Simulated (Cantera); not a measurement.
An isothermal, constant-pressure homogeneous reactor starts with NH₃ : N₂ = 1 : 0.19 (molar parts), at 1298 K and 13300 Pa. Integrator tolerance rtol = 1e-08.

Cantera simulation using the gas-phase N/H chemistry of the illustrative SiF4/NH3 mechanism in the Surface Chemkin manual (1991); the numbers are that mechanism's predictions, not measurements. Walls and surfaces, which speed up NH3 decomposition in real reactors, are not modelled.

**Question.** What does this change do: temperature 1298 to 1950 K?

**Answer.** 
```tsv
quantity	before	after
x(NH₃) at 20.0 s	0.837 (gas-phase equilibrium 5.21e-6)	2.43e-5 (gas-phase equilibrium 9.19e-7)
x(N₂) at 20.0 s	0.160 (gas-phase equilibrium 0.315)	0.315 (gas-phase equilibrium 0.315)
x(H) at 20.0 s	1.28e-8 (gas-phase equilibrium 2.44e-6)	0.00261 (gas-phase equilibrium 0.00261)
x(N₂H₄) at 20.0 s	2.80e-8 (gas-phase equilibrium <1e-12)	<1e-12 (gas-phase equilibrium <1e-12)
x(N₂H₂) at 20.0 s	1.23e-7 (gas-phase equilibrium <1e-12)	1.52e-12 (gas-phase equilibrium <1e-12)
x(NH₂) at 20.0 s	7.70e-6 (gas-phase equilibrium 3.36e-11)	2.66e-7 (gas-phase equilibrium 1.00e-8)
```

**Question.** What does this change do: temperature 1298 to 1473 K?

**Answer.** 
| quantity | before | after |
|---|---|---|
| x(NH₃) at 20.0 s | 0.837 (gas-phase equilibrium 5.21e-6) | 0.739 (gas-phase equilibrium 2.81e-6) |
| x(N₂) at 20.0 s | 0.160 (gas-phase equilibrium 0.315) | 0.178 (gas-phase equilibrium 0.315) |
| x(H) at 20.0 s | 1.28e-8 (gas-phase equilibrium 2.44e-6) | 2.19e-6 (gas-phase equilibrium 2.89e-5) |
| x(N₂H₄) at 20.0 s | 2.80e-8 (gas-phase equilibrium <1e-12) | 4.01e-8 (gas-phase equilibrium <1e-12) |
| x(N₂H₂) at 20.0 s | 1.23e-7 (gas-phase equilibrium <1e-12) | 4.21e-7 (gas-phase equilibrium <1e-12) |
| x(NH₂) at 20.0 s | 7.70e-6 (gas-phase equilibrium 3.36e-11) | 4.24e-5 (gas-phase equilibrium 2.56e-10) |
